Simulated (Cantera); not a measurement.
An isothermal, constant-pressure homogeneous reactor starts with H2 : O2 : N2 = 0.0091 : 1 : 0.24 (molar parts), equivalence ratio 0.0046, at 1300 K and 1330 Pa.

Model: GRI-Mech 3.0 (53 species, 325 reactions), integrated in Cantera. Radical loss at walls, strong at low pressure, is not modelled.

Question: Predict: x(H2) at 40.0 s; x(O2) at 40.0 s; x(NO) at 40.0 s; x(H2O) at 40.0 s; x(H) at 40.0 s; x(N2O) at 40.0 s.

Answer: 
```json
{
 "x(H2) at 40.0 s": "2.01e-8 (gas-phase equilibrium 6.18e-9)",
 "x(O2) at 40.0 s": "0.800 (gas-phase equilibrium 0.800)",
 "x(NO) at 40.0 s": "4.88e-8 (gas-phase equilibrium 0.000384)",
 "x(H2O) at 40.0 s": "0.00730 (gas-phase equilibrium 0.00731)",
 "x(H) at 40.0 s": "4.43e-9 (gas-phase equilibrium 7.58e-10)",
 "x(N2O) at 40.0 s": "4.70e-9 (gas-phase equilibrium 1.45e-9)"
}
```
